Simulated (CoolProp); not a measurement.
Values from CoolProp's reference Helmholtz-energy equation of state, Wagner 2002.

**Question.** For water, give the phase and the cp (kJ/(kg K)), viscosity (µPa s) at 476.2 K and 4.26 bar; 569.3 K and 4.26 bar.

**Answer.** 
- 476.2 K and 4.26 bar: gas; cp 2.10, viscosity 16.2
- 569.3 K and 4.26 bar: gas; cp 2.06, viscosity 20.1

Viscosity comes from a separate model (Huber 2009).
